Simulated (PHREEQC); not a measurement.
Consider water at 55 °C with 28 mmol/kgw KHCO3, 1.8 mmol/kgw Na2CO3 and 0.53 mmol/kgw NaCl. Closed to the air; pH follows from the charge balance.

Computed with PHREEQC (ion-association model, phreeqc.dat).

```yaml
pH: 8.70
ionic_strength: 0.0335 mol/kgw
specific_conductance: 5840 µS/cm
total_alkalinity: 31.6 meq/kg
```

```json
[
 {"species": "K+", "molality": "0.0280", "activity": "0.0232", "log γ": "-0.081"},
 {"species": "HCO3-", "molality": "0.0278", "activity": "0.0234", "log γ": "-0.074"},
 {"species": "Na+", "molality": "0.00386", "activity": "0.00324", "log γ": "-0.076"},
 {"species": "CO3-2", "molality": "0.00161", "activity": "0.000814", "log γ": "-0.297"},
 {"species": "Cl-", "molality": "0.000530", "activity": "0.000440", "log γ": "-0.080"},
 {"species": "NaCO3-", "molality": "0.000232", "activity": "0.000194", "log γ": "-0.078"},
 {"species": "CO2", "molality": "9.03e-5", "activity": "9.10e-5", "log γ": "0.003"},
 {"species": "OH-", "molality": "4.40e-5", "activity": "3.64e-5", "log γ": "-0.081"},
 {"species": "NaHCO3", "molality": "3.63e-5", "activity": "3.66e-5", "log γ": "0.003"},
 {"species": "H+", "molality": "2.32e-9", "activity": "2.01e-9", "log γ": "-0.064"}
]
```

Precipitation was switched off in this run. At this temperature some constants are extrapolated from 25 °C, and those without enthalpy data are left unchanged.
